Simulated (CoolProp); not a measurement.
Aqueous potassium acetate as a coolant, at 6 °C, 1 atm.

Model: Melinder's fits for secondary coolants, in CoolProp.

| mass % | freezing point (°C) | Prandtl number | cp (kJ/(kg K)) | viscosity (mPa s) | conductivity (W/(m K)) |
|---|---|---|---|---|---|
| 1.2 | … | 11.0 | 4.146 | 1.51 | 0.570 |
| 5.4 | -2.2 | 11.9 | 3.973 | 1.67 | 0.558 |
| 9.7 | -4.4 | 13.0 | 3.817 | 1.85 | 0.544 |
| 14 | … | 14.3 | 3.676 | … | … |
| 18.3 | -9.8 | 15.9 | … | 2.31 | 0.517 |
| 22.6 | -13.6 | 17.8 | … | 2.63 | 0.504 |
| 26.9 | -18.6 | 20.3 | 3.290 | 3.03 | 0.491 |
| 31.1 | … | 23.5 | 3.170 | 3.55 | 0.479 |
| 35.4 | … | 27.8 | 3.048 | 4.26 | 0.467 |

Question: Complete the blanks.

Answer: 
- 1.2, freezing point (°C): -0.4
- 14, freezing point (°C): -6.9
- 14, viscosity (mPa s): 2.06
- 14, conductivity (W/(m K)): 0.530
- 18.3, cp (kJ/(kg K)): 3.543
- 22.6, cp (kJ/(kg K)): 3.415
- 31.1, freezing point (°C): -24.9
- 35.4, freezing point (°C): -32.7
